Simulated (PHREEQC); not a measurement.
A solution holds 0.0011 mol MgCl2, 0.14 mol Na2CO3 and 0.032 mol NaCl per kg of water, at 77 °C. Closed to the air; pH follows from the charge balance.

Computed with PHREEQC (Pitzer model, pitzer.dat).

No solid was allowed to form.

### Question
Predict the pH, osmotic coefficient, density.

### Answer
pH 10.57; osmotic coefficient 0.808; density 0.989 g/cm³.

### Question
In which forms is Mg present?

### Answer
MgCO3 67 %, Mg+2 24 %, MgOH+ 9.0 % of the Mg.

The solution is supersaturated, for example in Magnesite (slow to form), so a real one may precipitate; this is no full list. Constants without temperature data keep their 25 °C values here.
